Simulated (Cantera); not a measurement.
Input (Python, Cantera) and output of one run.

```python
import numpy as np
import cantera as ct

gas_names = [...]  # 113 gases of nasa_gas.yaml made of C, H, O, Ta
cond_names = """
    C(gr) C6H6(L) C7H8(L) C8H18(L),n-octa H2O(s) H2O(L) Ta(cr) Ta(L) TaC(s) TaC(L) Ta2O5(s) Ta2O5(L)
""".split()


# ... load() reads the species with a 1 bar reference pressure and builds the phases ...
atoms = {
    'Ta2O5': {'Ta': 2, 'O': 5},
    'CH4': {'C': 1, 'H': 4},
    'H2': {'H': 2},
}
top_T = {'C(gr)': 4500}  # K; cautious upper limits of use, not melting points


# ... equilibrate(T, P, feed) seeds the gas with the atoms and calls Mixture.equilibrate('TP', solver="vcs", rtol=1e-11, max_steps=5000) ...
results = []
feed = {'Ta2O5': 1, 'CH4': 0.82, 'H2': 0.12}  # mol
T = 1098.15  # K
P = 101325  # Pa
mix = equilibrate(T, P, feed)
results.append((T, P, feed, dict(zip(mix.species_names, mix.species_moles))))
x = sorted(zip(gas.X, gas.species_names), reverse=True)
print(f"T = {T:g} K  P = {P:g} Pa  gas = {mix.phase_moles(0):.4g} mol")
print("   x: " + "  ".join(f"{s} {v:.3e}" for v, s in x if v > 1e-06))
print("   condensed (mol): " + ("  ".join(f"{mix.phase(i).name} {mix.phase_moles(i):.4g}"
      for i in range(1, mix.n_phases) if mix.phase_moles(i) > 1e-12) or "none"))
```

Result:

```
T = 1098.15 K  P = 101325 Pa  gas = 1.711 mol
   x: H2 9.601e-01  CH4 3.408e-02  CO 5.353e-03  H2O 4.776e-04  CO2 2.644e-06
   condensed (mol): C(gr) 0.7485  TaC(s) 0.003994  Ta2O5(s) 0.998
```

Method: chemical equilibrium by Gibbs-energy minimisation in Cantera with the NASA 1993 tables (ideal gas, pure condensed phases). Mutual solubility and eutectic melting of coexisting phases are not modelled. TaC: taken at fixed stoichiometry. Condensed phases not in the tables: Ta2C.
